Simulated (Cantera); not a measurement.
# B₂O₃ + H₂O + H₂ + NH₃ (boron, boron nitride and boron oxide)

Input: 1 mol B₂O₃, 11 mol H₂O, 0.2 mol H₂, 1.9 mol NH₃, equilibrated at 0.00133 bar.

Method: chemical equilibrium by Gibbs-energy minimisation in Cantera with the NASA 1993 tables (ideal gas, pure condensed phases). Candidate condensed phases: B, BN, B₂O₃, B₃O₃H₃, H₂O; 39 gas species. Gases not in the tables: H₃BO₃. The numbers say what is thermodynamically allowed, not how fast it happens.

From 677 °C to 1077 °C the condensed part is B₂O₃(l). From 1277 °C to 1877 °C nothing is condensed.

```tsv
T (°C)	x H₂O	x H₂	x HBO₂	x N₂	x H	x OH	n B₂O₃(l)
677	0.732	0.203	0.000203	0.0634	6.87e-9	3.64e-11	0.980
877	0.725	0.202	0.00920	0.0631	9.19e-7	1.99e-8	0.923
1077	0.630	0.191	0.119	0.0595	2.85e-5	1.53e-6	0.0379
1277	0.626	0.190	0.123	0.0594	0.000376	4.16e-5	0
1477	0.625	0.189	0.121	0.0593	0.00277	0.000537	0
1677	0.616	0.185	0.118	0.0587	0.0135	0.00408	0
1877	0.566	0.183	0.108	0.0564	0.0494	0.0198	0
```
x: gas mole fraction; n: condensed amount in mol.
